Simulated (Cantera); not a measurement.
Input: 1 mol SF6, 0.25 mol H2O, 2.9 mol H2, equilibrated at 2623.15 K and 750 Torr.

Cantera equilibrium calculation (NASA polynomials, part measured and part estimated; ideal gas, pure solids and liquids). Candidate condensed phases: H2O, H2SO4, S; 43 gas species. Kinetics and transport are ignored.

Base state: HF 0.880, S2 0.0492, SO 0.0199, S 0.0159, H2 0.0129, SO2 0.00596, SH 0.00515, H 0.00479 (mole fractions); condensed: gas only.

Problem. What changes in the equilibrium state with this change: SF6 replaced by HCl?

Solution. 
```tsv
species	before	after
H2	0.0129	0.671
HCl	0	0.228
H2O	0.00404	0.0582
HF	0.880	0
S2	0.0492	0
SO	0.0199	0
S	0.0159	0
H	0.00479	0.0345
Cl	0	0.00819
SO2	0.00596	0
```
